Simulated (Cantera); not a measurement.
Mixture: CO : H2 : CH4 : O2 : N2 : H2O = 1 : 0.036 : 0.14 : 0.998 : 3.75 : 0.73 (molar parts), equivalence ratio 0.80, at 1.01 bar, adiabatic and at constant pressure. Ignition delay is the time to a rise of 400 K.

Detailed kinetics in Cantera: GRI-Mech 3.0 (53 species, 325 reactions). Below about 1000 K GRI-Mech 3.0 lacks low-temperature oxidation paths. Below about 950 K walls govern HO2 and H2O2 in real vessels.

Problem. Predict: delay at 925 K; delay at 1125 K; delay at 1325 K; delay at 1525 K; apparent activation energy between 1425 and 1625 K.

Solution. 
```
Item                                                   Result
--------------------------------------------------  ---------
delay at 925 K                                        90.5 ms
delay at 1125 K                                       3.03 ms
delay at 1325 K                                      0.597 ms
delay at 1525 K                                      0.195 ms
apparent activation energy between 1425 and 1625 K  89 kJ/mol
```
